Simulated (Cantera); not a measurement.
A closed system holds: 1 mol Fe₂O₃, 3.2 mol O₂, 0.83 mol CO₂, held at 1377 °C and 13.3 mbar.

Cantera equilibrium calculation (NASA polynomials, part measured and part estimated; ideal gas, pure solids and liquids). Candidate condensed phases: C, Fe, Fe(CO)₅, FeO, Fe₂O₃, Fe₃O₄; 15 gas species. Kinetics and transport are ignored.

Base state: O₂ 0.802, CO₂ 0.198, O 0.000201, CO 7.21e-5 (mole fractions); condensed: Fe₃O₄(s).

What changes in the equilibrium state with this change: Fe₂O₃ replaced by MgCO₃?


```json
[
 {"species": "O₂", "before": "0.802", "after": "0.636"},
 {"species": "CO₂", "before": "0.198", "after": "0.364"},
 {"species": "O", "before": "0.000201", "after": "0.000179"},
 {"species": "CO", "before": "7.21e-5", "after": "0.000149"},
 {"species": "Fe₃O₄(s), mol", "before": "0.667", "after": "0"},
 {"species": "MgO(s), mol", "before": "0", "after": "1.00"}
]
```
Further candidate phases: Mg, MgCO₃, MgO.

What changes in the equilibrium state with this change: pressure from 13.3 mbar to 1 atm?


```json
[
 {"species": "O₂", "before": "0.802", "after": "0.794"},
 {"species": "CO₂", "before": "0.198", "after": "0.206"},
 {"species": "O", "before": "0.000201", "after": "2.29e-5"},
 {"species": "CO", "before": "7.21e-5", "after": "8.66e-6"},
 {"species": "Fe₃O₄(s), mol", "before": "0.667", "after": "0"},
 {"species": "Fe₂O₃(s), mol", "before": "0", "after": "1.00"}
]
```
